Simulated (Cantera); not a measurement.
Charge: 1 mol borazine, 0.32 mol NH₃, 28 mol N₂, equilibrated at 1427 °C and 18.0 Pa.

Method: chemical equilibrium by Gibbs-energy minimisation in Cantera with the NASA 1993 tables (ideal gas, pure condensed phases). Candidate condensed phases: B, BN; 15 gas species. The feed counts by its element totals alone. Equilibrium is a limit: real reactors are often held back by kinetics, nucleation or transport.

Base state: N₂ 0.888, H₂ 0.108, H 0.00361 (mole fractions); condensed: BN(s).

Question: What changes in the equilibrium state with this change: pressure from 18.0 Pa to 0.900 bar?

Answer: 
```tsv
species	before	after
N₂	0.888	0.890
H₂	0.108	0.110
H	0.00361	5.15e-5
BN(s), mol	3.00	3.00
```
